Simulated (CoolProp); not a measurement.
Vapour-liquid equilibrium of R125 (1) + R227EA (2) at 1.14 MPa; x and y are mole fractions of (1).

Values from CoolProp's multi-fluid Helmholtz-energy mixture model, Lemmon 2005 and Lemmon 2016; pair parameters Bell 2016.

```
x     bubble temperature, mixture model (K)  bubble temperature, Raoult's law (K)  y, mixture model  y, Raoult's law
----  -------------------------------------  ------------------------------------  ----------------  ---------------
0.05                                  329.2                                 328.5             0.093            0.126
0.2                                   321.4                                 319.7             0.336            0.412
0.35                                  314.3                                 312.5             0.531            0.607
0.5                                   307.9                                 306.3             0.685            0.746
0.65                                  302.2                                 301.1             0.805            0.848
0.8                                   297.1                                 296.4             0.900            0.924
0.95                                  292.6                                 292.4             0.977            0.983
```

The largest gap from Raoult's law is +1.8 K in bubble temperature, at x = 0.35. No azeotrope shows between x = 0.05 and 0.95.

The pair parameters rest on a limited set of measurements; away from them the model extrapolates.
